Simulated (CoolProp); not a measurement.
Vapour-liquid equilibrium of n-hexane (1) + p-xylene (2) at 359.7 K; x and y are mole fractions of (1).

The numbers come from the multi-fluid Helmholtz-energy mixture model, Thol 2019 and Zhou 2012; pair parameters Bell 2016 in CoolProp.

```csv
x,bubble pressure (bar),y at the bubble point,dew pressure at overall composition x (bar),liquid density (mol/L)
0.05,0.2981,0.358,0.2096,7.529
0.125,0.4367,0.591,0.2260,7.489
0.2,0.5661,0.707,0.2451,7.447
0.275,0.6877,0.777,0.2678,7.404
0.35,0.8028,0.825,0.2950,7.359
0.425,0.9127,0.860,0.3283,7.313
0.5,1.019,0.888,0.3699,7.266
0.575,1.122,0.911,0.4235,7.217
0.65,1.224,0.930,0.4946,7.166
0.725,1.326,0.947,0.5935,7.114
0.8,1.429,0.963,0.7388,7.060
0.875,1.534,0.977,0.9669,7.004
0.95,1.643,0.991,1.345,6.947
```

No azeotrope shows between x = 0.05 and 0.95.

Pair parameters are fitted to limited data, so mixtures are less certain than the pure fluids.
